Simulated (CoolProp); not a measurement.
Hydrogen sulfide along the isotherm 155.55 °C: fugacity coefficient from the reference equation and from simpler models built on Tc = 100.0 °C, pc = 8.999 MPa, ω = 0.101; each cubic takes its own stable root.

Model: reference Helmholtz-energy equation of state, Lemmon 2006, in CoolProp. It is a short technical equation, of lower accuracy than the large ones.

```tsv
p (MPa)	phase	reference	van der Waals	Redlich-Kwong	Soave-Redlich-Kwong
7.5	gas	0.8292	0.8274	___	0.8264
15	supercritical	0.6695	0.6559	0.6589	0.6717
22.5	supercritical	0.5453	0.5365	0.5405	0.5569
30	supercritical	0.4721	0.4762	0.4724	0.4892
37.5	supercritical	0.4289	0.4447	0.4323	0.4490
45	supercritical	0.4023	0.4291	___	0.4245
52.5	supercritical	0.3859	0.4235	0.3930	___
60	supercritical	0.3764	0.4248	0.3846	0.4016
67.5	supercritical	0.3716	0.4314	0.3809	0.3982
75	supercritical	0.3705	0.4424	0.3807	0.3984
82.5	supercritical	0.3723	0.4571	0.3833	0.4015
90	supercritical	0.3765	0.4753	0.3883	0.4070
```

Task: What belongs in the gaps?

Result: 
- 7.5, Redlich-Kwong: 0.8204
- 45, Redlich-Kwong: 0.4078
- 52.5, Soave-Redlich-Kwong: 0.4098
